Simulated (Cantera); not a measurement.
An adiabatic, constant-pressure homogeneous reactor starts with 2.55 % CH4, 0.107 % C2H6, 3.06 % C3H8, 16.0 % O2, 60.2 % N2, 18.1 % CO2, equivalence ratio 1.3, at 1175 K and 750 Torr.

Detailed kinetics in Cantera: GRI-Mech 3.0 (53 species, 325 reactions). GRI-Mech 3.0 was tuned for natural gas; its chemistry of propane as a main component is partial and can be far from experiment.

### Question
Predict: time of steepest temperature rise; temperature at 0.100 s; equilibrium temperature; x(NO2) at 0.100 s; x(H2O2) at 0.100 s.

### Answer
```json
{
  "time_of_steepest_temperature_rise": "14.1 ms",
  "temperature at 0.100 s": "2374 K",
  "equilibrium_temperature": "2374 K",
  "x(NO2) at 0.100 s": "1.24e-7 (gas-phase equilibrium 1.34e-7)",
  "x(H2O2) at 0.100 s": "3.37e-8 (gas-phase equilibrium 3.36e-8)"
}
```
